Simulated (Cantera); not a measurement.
Feed: 1 mol Fe₂O₃, 0.94 mol Cl₂, held at 1548 K and 16000 Pa.

Cantera equilibrium calculation (NASA polynomials, part measured and part estimated; ideal gas, pure solids and liquids). The numbers say what is thermodynamically allowed, not how fast it happens.

| species | before | after |
|---|---|---|
| FeCl₂ | 0.379 | 0.428 |
| O₂ | 0.369 | 0.379 |
| FeCl₃ | 0.112 | 0.0770 |
| Cl₂ | 0.0824 | 0.0524 |
| Cl | 0.0573 | 0.0622 |
| Fe₂Cl₆ | 1.41e-5 | 4.94e-6 |
| O | 1.16e-5 | 2.18e-5 |
| Fe₂Cl₄ | 0.000640 | 0.000583 |
| ClO | 0.000323 | 0.000335 |
| Fe₂O₃(s), mol | 0.649 | 0.621 |
Gas species are given as mole fractions.

Task: What was changed between the two runs?
A) pressure from 16000 Pa to 100000 Pa
B) temperature from 1548 K to 1598 K
C) temperature from 1548 K to 1048 K
D) pressure from 16000 Pa to 4200 Pa

Result: B, temperature from 1548 K to 1598 K
